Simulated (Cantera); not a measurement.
# Low-pressure radical oxidation in H2/O2

An isothermal, constant-pressure homogeneous reactor starts with 1.12 % H₂, 65.9 % O₂, 33.0 % N₂, equivalence ratio 0.0085, at 1223 K and 20.0 Torr.

Detailed kinetics in Cantera: GRI-Mech 3.0 (53 species, 325 reactions). Radical loss at walls, strong at low pressure, is not modelled.

| t (s) | x H₂ | x O₂ | x HO₂ | x O | x H |
|---|---|---|---|---|---|
| 0.000200 | 0.0112 | 0.659 | 4.18e-9 | 5.02e-9 | 1.47e-9 |
| 0.000397 | 0.0112 | 0.659 | 8.36e-9 | 1.83e-8 | 3.84e-9 |
| 0.000790 | 0.0112 | 0.659 | 1.71e-8 | 1.20e-7 | 2.16e-8 |
| 0.00157 | 0.0112 | 0.659 | 5.35e-8 | 3.42e-6 | 5.97e-7 |
| 0.00312 | 0.00855 | 0.657 | 2.24e-6 | 0.00164 | 0.000327 |
| 0.00620 | 0.000113 | 0.650 | 1.84e-6 | 0.00852 | 0.000732 |
| 0.0123 | 6.59e-5 | 0.651 | 1.63e-6 | 0.00760 | 0.000549 |
| 0.0245 | 5.22e-5 | 0.652 | 1.47e-6 | 0.00596 | 0.000382 |
| 0.0487 | 3.47e-5 | 0.654 | 1.22e-6 | 0.00392 | 0.000205 |
| 0.0968 | 1.83e-5 | 0.655 | 8.93e-7 | 0.00205 | 7.75e-5 |
| 0.192 | 7.55e-6 | 0.656 | 5.51e-7 | 0.000842 | 2.05e-5 |
| 0.382 | 2.59e-6 | 0.657 | 2.84e-7 | 0.000289 | 4.15e-6 |
| 0.760 | 8.12e-7 | 0.657 | 1.26e-7 | 9.12e-5 | 7.36e-7 |
| 1.51 | 2.54e-7 | 0.657 | 5.11e-8 | 2.87e-5 | 1.30e-7 |
| 3.00 | 8.41e-8 | 0.657 | 2.05e-8 | 9.56e-6 | 2.51e-8 |
x: mole fraction; the columns are a selection and need not sum to one.

Equilibrium at this temperature and pressure: H₂ 1.74e-9, O₂ 0.657, HO₂ 5.50e-9, O 2.02e-7, H 7.73e-11 (gas phase only).
